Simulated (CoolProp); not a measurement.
Vapour-liquid equilibrium of n-octane (1) + m-xylene (2) at 0.052 MPa; x and y are mole fractions of (1).

The numbers come from the multi-fluid Helmholtz-energy mixture model, Beckmüller 2019 and Zhou 2012; pair parameters Bell 2016 in CoolProp.

```csv
x,"bubble temperature, mixture model (°C)","bubble temperature, Raoult's law (°C)","y, mixture model","y, Raoult's law"
0.05,___,115.1,0.077,0.072
0.125,113.5,114.0,0.183,0.174
0.2,112.3,112.9,___,0.270
0.275,111.1,111.9,0.367,0.359
0.35,___,110.8,0.448,0.444
0.425,109.1,109.9,___,0.523
0.5,108.1,108.9,___,0.598
0.575,107.3,108.0,0.662,0.668
0.65,106.5,107.1,0.726,0.734
0.725,105.7,106.2,0.788,0.797
0.8,105.0,105.4,___,0.856
0.875,104.3,104.6,0.905,0.913
0.95,103.6,103.8,0.962,0.966
```

Some entries are withheld; supply them.


- 0.05, bubble temperature, mixture model (°C): 114.9
- 0.2, y, mixture model: 0.279
- 0.35, bubble temperature, mixture model (°C): 110.0
- 0.425, y, mixture model: 0.524
- 0.5, y, mixture model: 0.595
- 0.8, y, mixture model: 0.847

The largest gap from Raoult's law is -0.8 K in bubble temperature, at x = 0.425. No azeotrope shows between x = 0.05 and 0.95.

The pair parameters rest on a limited set of measurements; away from them the model extrapolates.
